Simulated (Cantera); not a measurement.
**Equilibrium for carbothermic reduction: Cu₂O + C + N₂**

A closed system holds: 1 mol Cu₂O, 7.4 mol C, 0.11 mol N₂, equilibrated at 101000 Pa.

Method: chemical equilibrium by Gibbs-energy minimisation in Cantera with the NASA 1993 tables (ideal gas, pure condensed phases). Candidate condensed phases: C, Cu, CuO, Cu₂O; 27 gas species. Kinetics and transport are ignored.

| T (K) | x CO | x CO₂ | x N₂ | x Cu | x Cu₂ | n C(graphite) | n Cu(s) | n Cu(l) |
|---|---|---|---|---|---|---|---|---|
| 1025 | 0.709 | 0.175 | 0.116 | 4.09e-11 | <1e-12 | 6.57 | 2.00 | 0 |
| 1075 | 0.803 | 0.0889 | 0.108 | 2.52e-10 | <1e-12 | 6.49 | 2.00 | 0 |
| 1125 | 0.853 | 0.0432 | 0.103 | 1.32e-9 | <1e-12 | 6.45 | 2.00 | 0 |
| 1175 | 0.878 | 0.0211 | 0.101 | 5.97e-9 | <1e-12 | 6.42 | 2.00 | 0 |
| 1225 | 0.889 | 0.0107 | 0.100 | 2.39e-8 | <1e-12 | 6.41 | 2.00 | 0 |
| 1275 | 0.895 | 0.00569 | 0.0997 | 8.54e-8 | 5.47e-12 | 6.41 | 2.00 | 0 |
| 1325 | 0.897 | 0.00315 | 0.0994 | 2.77e-7 | 2.89e-11 | 6.40 | 2.00 | 0 |
| 1375 | 0.899 | 0.00182 | 0.0993 | 8.12e-7 | 1.31e-10 | 6.40 | 0 | 2.00 |
| 1425 | 0.900 | 0.00110 | 0.0992 | 2.14e-6 | 5.03e-10 | 6.40 | 0 | 2.00 |
| 1475 | 0.900 | 0.000682 | 0.0992 | 5.29e-6 | 1.76e-9 | 6.40 | 0 | 2.00 |
x: gas mole fraction; n: condensed amount in mol.

From 1025 K to 1325 K the condensed part is C(graphite) + Cu(s). From 1375 K to 1475 K the condensed part is C(graphite) + Cu(l).
